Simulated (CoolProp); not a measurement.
Vapour-liquid equilibrium of R22 (1) + n-pentane (2) at 259.6 K; x and y are mole fractions of (1).

The numbers come from the multi-fluid Helmholtz-energy mixture model, Kamei 1995 and Thol 2019; pair parameters Bell 2016 in CoolProp.

| x | bubble pressure (kPa) | y at the bubble point | dew pressure at overall composition x (kPa) | liquid density (mol/L) |
|---|---|---|---|---|
| 0.05 | 45.45 | 0.729 | 13.37 | 9.319 |
| 0.125 | 89.39 | 0.869 | 14.50 | 9.624 |
| 0.2 | 126.4 | 0.912 | 15.84 | 9.945 |
| 0.275 | 156.6 | 0.933 | 17.46 | 10.29 |
| 0.35 | 180.8 | 0.945 | 19.44 | 10.65 |
| 0.425 | 200.0 | 0.953 | 21.93 | 11.03 |
| 0.5 | 215.6 | 0.959 | 25.14 | 11.45 |
| 0.575 | 228.9 | 0.963 | 29.45 | 11.89 |
| 0.65 | 241.1 | 0.968 | 35.55 | 12.37 |
| 0.725 | 253.2 | 0.972 | 44.81 | 12.90 |
| 0.8 | 266.3 | 0.978 | 60.58 | 13.47 |
| 0.875 | 281.3 | 0.984 | 93.18 | 14.11 |
| 0.95 | 298.8 | 0.993 | 193.0 | 14.82 |

No azeotrope shows between x = 0.05 and 0.95.

The pair parameters rest on a limited set of measurements; away from them the model extrapolates. With so large a gap from Raoult's law the liquid may split in two, which this calculation doesn't test in full.
